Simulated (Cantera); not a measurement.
Charge: 1 mol Pb, 8 mol H2, at 1473 K and 0.100 bar.

Cantera equilibrium calculation (NASA polynomials, part measured and part estimated; ideal gas, pure solids and liquids). Candidate condensed phases: Pb; 4 gas species. The numbers say what is thermodynamically allowed, not how fast it happens.

Base state: H2 0.889, Pb 0.111, H 3.77e-5, Pb2 2.30e-5 (mole fractions); condensed: gas only.

### Question
What changes in the equilibrium state with this change: pressure from 0.100 bar to 0.300 bar?

### Answer
```json
[
 {"species": "H2", "before": "0.889", "after": "0.937"},
 {"species": "Pb", "before": "0.111", "after": "0.0628"},
 {"species": "H", "before": "3.77e-5", "after": "2.24e-5"},
 {"species": "Pb2", "before": "2.30e-5", "after": "2.21e-5"},
 {"species": "Pb(l), mol", "before": "0", "after": "0.464"}
]
```
